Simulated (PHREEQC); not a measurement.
A solution holds 50 mmol/kgw HF, 0.082 mmol/kgw NaF, 86 mmol/kgw H2SiF6 and 0.072 mmol/kgw H3PO4, at 25 °C. Closed to the air; pH follows from the charge balance.

Model: ion-association model, wateq4f.dat, run in PHREEQC.

The ionic strength comes out as 0.258 mol/kgw. What activity coefficients do HF2-, F-, H2PO4-, SiF6-2, Na+ get?

HF2- 0.69, F- 0.69, H2PO4- 0.73, SiF6-2 0.27, Na+ 0.73.

Precipitation was switched off in this run. Species that the database lacks are ignored. H3PO4, which wateq4f.dat lacks, is added to it with the constant of phreeqc.dat. SiF6-2 is the database's only silicon fluoride.
